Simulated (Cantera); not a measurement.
## NO annealing gas

A perfectly stirred reactor is fed with NO : N2 = 1 : 0.17 (molar parts), at 0.0247 atm; it is held at 1900 K, and followed from long to short residence time.

Model: GRI-Mech 3.0 (53 species, 325 reactions), integrated in Cantera. Radical loss at walls, strong at low pressure, is not modelled.

| τ (s) | x NO | x NO2 | x N2 | x O | x O2 | x N2O |
|---|---|---|---|---|---|---|
| 27 | 0.369 | 0.000127 | 0.388 | 0.000963 | 0.242 | 3.51e-5 |
| 9.6 | 0.591 | 0.000146 | 0.277 | 0.000744 | 0.131 | 9.90e-5 |
| 3.5 | 0.746 | 0.000117 | 0.200 | 0.000533 | 0.0540 | 0.000174 |
| 1.2 | 0.818 | 7.80e-5 | 0.164 | 0.000388 | 0.0181 | 0.000224 |
| 0.45 | 0.841 | 5.70e-5 | 0.152 | 0.000319 | 0.00640 | 0.000238 |
| 0.16 | 0.850 | 4.57e-5 | 0.147 | 0.000273 | 0.00204 | 0.000226 |
| 0.058 | 0.853 | 3.74e-5 | 0.146 | 0.000223 | 0.000575 | 0.000185 |
| 0.021 | 0.854 | 2.58e-5 | 0.145 | 0.000149 | 0.000117 | 0.000121 |
| 0.0076 | 0.855 | 1.09e-5 | 0.145 | 7.00e-5 | 1.45e-5 | 6.02e-5 |
| 0.0027 | 0.855 | 2.52e-6 | 0.145 | 2.59e-5 | 1.50e-6 | 2.46e-5 |
x: mole fraction; the columns are a selection and need not sum to one.
